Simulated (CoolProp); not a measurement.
The numbers come from the reference Helmholtz-energy equation of state, Schroeder 2014 in CoolProp.

Task: Give the vapour pressure (MPa), vapour density (kg/m³), enthalpy of vaporisation (kJ/kg), surface tension (mN/m) of saturated ethanol at 377.9, 404.3 K.

Result: 
```json
[
 {"T (K)": "377.9", "p (MPa)": "0.263", "vapour density (kg/m³)": "4.11", "enthalpy of vaporisation (kJ/kg)": "801", "surface tension (mN/m)": "14.1"},
 {"T (K)": "404.3", "p (MPa)": "0.592", "vapour density (kg/m³)": "9.04", "enthalpy of vaporisation (kJ/kg)": "741", "surface tension (mN/m)": "11.5"}
]
```

Surface tension comes from a separate correlation (Mulero 2012).
